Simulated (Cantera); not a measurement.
Premixed flame

A freely propagating, adiabatic, planar premixed flame of CH4 : O2 : N2 = 1 : 1.67 : 6.27 (molar parts), equivalence ratio 1.2, unburnt at 325 K and 128 Torr; mixture-averaged transport, grid criteria slope 0.08 and curve 0.16, no radiation.

Model: GRI-Mech 3.0 (53 species, 325 reactions), integrated in Cantera. Burning velocities carry a grid error of a few per cent, more on coarse grids.

```csv
z (mm),T (K),u (m/s),x CH4,x O2,x C2H,x C2H6,x HCO,x OH
-5.70,325,0.614,0.112,0.187,<1e-8,<1e-8,<1e-8,<1e-8
-3.80,326,0.616,0.111,0.186,<1e-8,6.45e-8,<1e-8,<1e-8
-2.85,330,0.626,0.111,0.185,<1e-8,1.15e-6,<1e-8,3.92e-8
-1.90,396,0.758,0.106,0.181,<1e-8,5.56e-5,<1e-8,3.71e-6
-0.950,895,1.76,0.0734,0.142,<1e-8,0.00120,7.91e-7,4.45e-5
-0.475,1334,2.65,0.0393,0.0977,<1e-8,0.00115,2.13e-5,0.000360
0,1705,3.43,0.0101,0.0497,3.39e-7,0.000109,7.14e-5,0.00188
0.475,1862,3.75,0.00102,0.0217,4.42e-7,9.60e-7,2.96e-5,0.00461
0.950,1897,3.81,5.73e-5,0.0112,6.30e-8,<1e-8,2.84e-6,0.00627
1.90,1915,3.83,1.63e-7,0.00651,<1e-8,<1e-8,4.45e-8,0.00685
3.80,1932,3.85,<1e-8,0.00540,<1e-8,<1e-8,3.06e-8,0.00676
7.60,1955,3.89,<1e-8,0.00476,<1e-8,<1e-8,2.71e-8,0.00651
15.2,1989,3.95,<1e-8,0.00391,<1e-8,<1e-8,2.25e-8,0.00606
```
x: mole fraction of selected species; z is measured from the peak of heat release.

laminar burning velocity: 61.3 cm/s
thermal thickness: 1.90 mm
peak x(C2H): 5.76e-7
peak x(C2H6): 0.00148
peak x(HCO): 7.16e-5
peak x(OH): 0.00686
